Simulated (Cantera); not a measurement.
Premixed flame

A freely propagating, adiabatic, planar premixed flame of 23.2 % H2, 14.0 % O2, 62.8 % N2, unburnt at 300 K and 100.0 Torr; multicomponent transport, grid criteria slope 0.08 and curve 0.16, no radiation.

Model: the H2/O2 subset of GRI-Mech 3.0, which has no nitrogen chemistry, integrated in Cantera. Burning velocities carry a grid error of a few per cent, more on coarse grids.

| z (mm) | T (K) | u (m/s) | x H2 | x O2 | x H2O2 | x H | x H2O | x HO2 |
|---|---|---|---|---|---|---|---|---|
| -14.8 | 300 | 1.33 | 0.232 | 0.140 | <1e-8 | <1e-8 | <1e-8 | <1e-8 |
| -9.89 | 300 | 1.33 | 0.232 | 0.140 | <1e-8 | <1e-8 | <1e-8 | <1e-8 |
| -7.42 | 300 | 1.33 | 0.232 | 0.140 | <1e-8 | <1e-8 | <1e-8 | <1e-8 |
| -4.94 | 300 | 1.33 | 0.232 | 0.140 | <1e-8 | <1e-8 | 6.12e-8 | <1e-8 |
| -2.47 | 306 | 1.35 | 0.227 | 0.140 | 3.80e-6 | 8.51e-7 | 0.000146 | 2.29e-5 |
| -1.24 | 539 | 2.31 | 0.193 | 0.136 | 3.77e-5 | 0.00281 | 0.0179 | 7.06e-5 |
| 0 | 948 | 3.94 | 0.111 | 0.107 | 7.96e-7 | 0.0236 | 0.0871 | 2.06e-5 |
| 1.24 | 1224 | 5.04 | 0.0401 | 0.0596 | 9.47e-7 | 0.0411 | 0.172 | 9.20e-6 |
| 2.47 | 1358 | 5.56 | 0.0244 | 0.0448 | 8.74e-7 | 0.0391 | 0.197 | 5.98e-6 |
| 4.94 | 1494 | 6.07 | 0.0222 | 0.0401 | 5.68e-7 | 0.0298 | 0.207 | 4.39e-6 |
| 9.89 | 1629 | 6.57 | 0.0203 | 0.0368 | 2.99e-7 | 0.0202 | 0.216 | 3.28e-6 |
| 19.8 | 1755 | 7.01 | 0.0167 | 0.0336 | 1.54e-7 | 0.0120 | 0.227 | 2.39e-6 |
| 39.5 | 1862 | 7.38 | 0.0120 | 0.0309 | 8.60e-8 | 0.00614 | 0.237 | 1.65e-6 |
x: mole fraction of selected species; z is measured from the peak of heat release.

```json
{
 "laminar_burning_velocity": "133 cm/s",
 "thermal_thickness": "4.94 mm",
 "peak x(H2O2)": "4.63e-5",
 "peak x(H)": "0.0416",
 "peak x(HO2)": "0.000123",
 "grid_points": "126"
}
```
